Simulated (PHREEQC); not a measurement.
Dissolve 0.0015 mol MgCl2, 4.1e-06 mol CO2 and 0.005 mol KCl per kg of water at 25 °C. Closed to the air; pH follows from the charge balance.

All values are PHREEQC results (ion-association model, wateq4f.dat), not measurements.

Q: The ionic strength comes out as 0.00950 mol/kgw. What activity coefficients do HCO3-, Mg+2, Cl-, H+, K+ get?

A: HCO3- 0.91, Mg+2 0.68, Cl- 0.90, H+ 0.91, K+ 0.90.

Precipitation was switched off in this run.
